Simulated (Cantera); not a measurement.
Input: 1 mol SiH₂Cl₂, 0.72 mol N₂O, 0.56 mol O₂, held at 1948 K and 10.0 mbar.

Method: chemical equilibrium by Gibbs-energy minimisation in Cantera with the NASA 1993 tables (ideal gas, pure condensed phases). Candidate condensed phases: H₂O, NH₄Cl, Si, SiO₂, Si₂N₂O, Si₃N₄; 47 gas species. The tables' values for SiCl₃, SiO₂ are old estimates; treat these amounts as uncertain. The tables hold silica as quartz up to 1696 K and as liquid above; real silica turns to tridymite and cristobalite and melts near 1996 K. The numbers say what is thermodynamically allowed, not how fast it happens.

Base state: HCl 0.639, N₂ 0.245, SiO 0.0545, Cl 0.0397, H₂ 0.0186, H 0.00154, H₂O 0.00107, SiCl₂ 0.000422 (mole fractions); condensed: SiO₂(condensed).

Task: What changes in the equilibrium state with this change: temperature from 1948 K to 1398 K?

Result: 
| species | before | after |
|---|---|---|
| HCl | 0.639 | 0.643 |
| N₂ | 0.245 | 0.271 |
| H₂ | 0.0186 | 0.0553 |
| SiO | 0.0545 | 8.00e-5 |
| Cl | 0.0397 | 0.000107 |
| SiCl₄ | 8.91e-6 | 0.0232 |
| SiO₂ | 1.02e-5 | <1e-9 |
| SiHCl₃ | 9.09e-8 | 0.000140 |
| Cl₂ | 4.36e-5 | 1.45e-7 |
| H₂O | 0.00107 | 4.97e-6 |
| H | 0.00154 | 1.11e-5 |
| SiO₂(condensed), mol | 0.838 | 0 |
| SiO₂(β-quartz), mol | 0 | 0.920 |
The tables' values for SiCl₃ are old estimates; treat these amounts as uncertain.

Task: What changes in the equilibrium state with this change: temperature from 1948 K to 1975 K?

Result: 
```csv
species,before,after
HCl,0.639,0.631
N₂,0.245,0.244
SiO,0.0545,0.0554
Cl,0.0397,0.0454
H₂,0.0186,0.0202
SiCl₃,5.49e-5,2.53e-5
OH,7.99e-6,1.62e-5
"SiO₂(condensed), mol",0.838,0.835
```

Task: What changes in the equilibrium state with this change: temperature from 1948 K to 823.15 K?

Result: 
| species | before | after |
|---|---|---|
| HCl | 0.639 | 0.702 |
| N₂ | 0.245 | 0.260 |
| H₂ | 0.0186 | 0.0256 |
| SiO | 0.0545 | <1e-9 |
| Cl | 0.0397 | <1e-9 |
| SiCl₄ | 8.91e-6 | 0.0128 |
| H | 0.00154 | <1e-9 |
| SiCl₂ | 0.000422 | <1e-9 |
| Cl₂ | 4.36e-5 | <1e-9 |
| SiO₂ | 1.02e-5 | <1e-9 |
| H₂O | 0.00107 | 1.75e-7 |
| SiO₂(condensed), mol | 0.838 | 0 |
| SiO₂(α-quartz), mol | 0 | 0.905 |
| Si₂N₂O(s), mol | 0 | 0.0307 |
